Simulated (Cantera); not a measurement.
## PbO + H2 + H2O (hydrogen reduction and annealing atmospheres)

A closed system holds: 1 mol PbO, 3.3 mol H2, 0.32 mol H2O, equilibrated at 10.0 mbar.

Equilibrium computed with Cantera from the NASA thermochemical tables; the gas is ideal and each condensed phase is pure. Candidate condensed phases: H2O, Pb, PbO, PbO2, Pb3O4; 12 gas species. The numbers say what is thermodynamically allowed, not how fast it happens.

From 700 K to 1100 K the condensed part is Pb(l). From 1300 K to 2100 K nothing is condensed. The main Pb-bearing gas is Pb throughout.

```json
[
 {"T (K)": "700", "x H2": "0.635", "x H2O": "0.365", "x Pb": "1.11e-7", "x H": "<1e-12", "x OH": "<1e-12", "x PbO": "<1e-12", "x O": "<1e-12", "x Pb2": "<1e-12", "n Pb(l)": "1.00"},
 {"T (K)": "900", "x H2": "0.635", "x H2O": "0.365", "x Pb": "0.000137", "x H": "9.32e-10", "x OH": "<1e-12", "x PbO": "4.28e-11", "x O": "<1e-12", "x Pb2": "8.12e-11", "n Pb(l)": "1.000"},
 {"T (K)": "1100", "x H2": "0.628", "x H2O": "0.360", "x Pb": "0.0121", "x H": "2.05e-7", "x OH": "5.24e-10", "x PbO": "7.33e-8", "x O": "<1e-12", "x Pb2": "1.48e-7", "n Pb(l)": "0.956"},
 {"T (K)": "1300", "x H2": "0.498", "x H2O": "0.286", "x Pb": "0.216", "x H": "7.81e-6", "x OH": "5.85e-8", "x PbO": "1.04e-5", "x O": "<1e-12", "x Pb2": "1.70e-5", "n Pb(l)": "0"},
 {"T (K)": "1500", "x H2": "0.498", "x H2O": "0.286", "x Pb": "0.216", "x H": "0.000124", "x OH": "2.04e-6", "x PbO": "4.75e-5", "x O": "4.40e-10", "x Pb2": "7.99e-6", "n Pb(l)": "0"},
 {"T (K)": "1700", "x H2": "0.497", "x H2O": "0.285", "x Pb": "0.216", "x H": "0.00104", "x OH": "3.08e-5", "x PbO": "0.000152", "x O": "5.16e-8", "x Pb2": "4.45e-6", "n Pb(l)": "0"},
 {"T (K)": "1900", "x H2": "0.494", "x H2O": "0.284", "x Pb": "0.215", "x H": "0.00558", "x OH": "0.000264", "x PbO": "0.000382", "x O": "2.24e-6", "x Pb2": "2.77e-6", "n Pb(l)": "0"},
 {"T (K)": "2100", "x H2": "0.483", "x H2O": "0.280", "x Pb": "0.213", "x H": "0.0217", "x OH": "0.00149", "x PbO": "0.000798", "x O": "4.78e-5", "x Pb2": "1.83e-6", "n Pb(l)": "0"}
]
```
x: gas mole fraction; n: condensed amount in mol.
